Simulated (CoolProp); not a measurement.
Model: reference Helmholtz-energy equation of state, Zhou 2011, in CoolProp.

**Question.** Give the vapour pressure (kPa), vapour density (kg/m³), enthalpy of vaporisation (kJ/kg), liquid cp (kJ/(kg K)) of saturated dimethyl carbonate at 189.15 °C.

**Answer.** 
```csv
T (°C),p (kPa),vapour density (kg/m³),enthalpy of vaporisation (kJ/kg),liquid cp (kJ/(kg K))
189.15,1110,31.1,293,2.29
```
